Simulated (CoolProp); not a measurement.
Saturation properties of hexamethyldisiloxane (MM) (Tc = 245.6 °C, pc = 1931 kPa, ω = 0.418).

Values from CoolProp's reference Helmholtz-energy equation of state, Thol 2016.

```
T (°C)  p (kPa)  liquid density (kg/m³)  vapour density (kg/m³)  enthalpy of vaporisation (kJ/kg)  liquid cp (kJ/(kg K))
------  -------  ----------------------  ----------------------  --------------------------------  ---------------------
78.35     50.68                   701.0                   2.930                             204.0                  2.048
90.15     74.24                   687.3                   4.205                             198.1                  2.084
101.85    105.3                   673.2                   5.868                             192.0                  2.120
113.65    146.1                   658.6                   8.036                             185.6                  2.157
125.45    198.1                   643.4                   10.80                             178.9                  2.197
137.25    263.1                   627.6                   14.30                             171.8                  2.238
149.05    343.3                   610.9                   18.69                             164.2                  2.282
160.75    439.9                   593.4                   24.13                             156.0                  2.330
172.55    556.9                   574.5                   31.01                             147.1                  2.384
```

It boils at 100.5 °C under 1 atm.
